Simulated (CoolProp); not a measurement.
A closed Brayton cycle with carbon dioxide: compressor inlet 322.15 K and 9.1 MPa, high pressure 21.1 MPa, turbine inlet 620 K, compressor efficiency 0.85, turbine efficiency 0.85, recuperator effectiveness 0 (on enthalpy, no pinch check). Each further row changes one setting.

Computed with CoolProp (reference Helmholtz-energy equation of state, Span 1996).

```csv
case,thermal efficiency (%),net work (kJ/kg),compressor to turbine work,compressor exit (K),turbine exit (K)
as stated,11.4,38.7,0.48,383.3,537.0
turbine inlet 570 K,11.0,30.5,(withheld),383.3,(withheld)
compressor inlet 332.15 K,(withheld),31.6,0.58,(withheld),537.0
high pressure 17.9 MPa,(withheld),33.7,(withheld),(withheld),(withheld)
recuperator effectiveness 0.5,15.6,38.7,0.48,383.3,537.0
```

Problem. Fill in the missing entries.

Solution. 
- turbine inlet 570 K, compressor to turbine work: 0.54
- turbine inlet 570 K, turbine exit (K): 489.8
- compressor inlet 332.15 K, thermal efficiency (%): 10.5
- compressor inlet 332.15 K, compressor exit (K): 402.5
- high pressure 17.9 MPa, thermal efficiency (%): 9.5
- high pressure 17.9 MPa, compressor to turbine work: 0.45
- high pressure 17.9 MPa, compressor exit (K): 371.2
- high pressure 17.9 MPa, turbine exit (K): 553.1
